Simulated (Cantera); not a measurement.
Input: 1 mol Pb, 7.8 mol N₂, equilibrated at 30.0 Pa.

These are equilibrium values from Cantera (NASA tables, ideal gas, pure condensed phases), not measurements of a reactor. Candidate condensed phases: Pb; 4 gas species. Rates play no part.

### Question
Which condensed phases are stable at each of these points (T (K)): 525, 600, 675, 750, 825, 900, 975, 1050, 1125, 1200, 1275, 1350, 1425, 1500?

### Answer
| T (K) | condensed phases | Pb condensed (%) |
|---|---|---|
| 525 | Pb(s) | 100.0 |
| 600 | Pb(s) | 100.0 |
| 675 | Pb(l) | 100.0 |
| 750 | Pb(l) | 100.0 |
| 825 | Pb(l) | 99.6 |
| 900 | Pb(l) | 96.4 |
| 975 | Pb(l) | 75.4 |
| 1050 | gas only | 0.0 |
| 1125 | gas only | 0.0 |
| 1200 | gas only | 0.0 |
| 1275 | gas only | 0.0 |
| 1350 | gas only | 0.0 |
| 1425 | gas only | 0.0 |
| 1500 | gas only | 0.0 |

From 525 K to 600 K the condensed part is Pb(s). From 675 K to 975 K the condensed part is Pb(l). From 1050 K to 1500 K nothing is condensed.
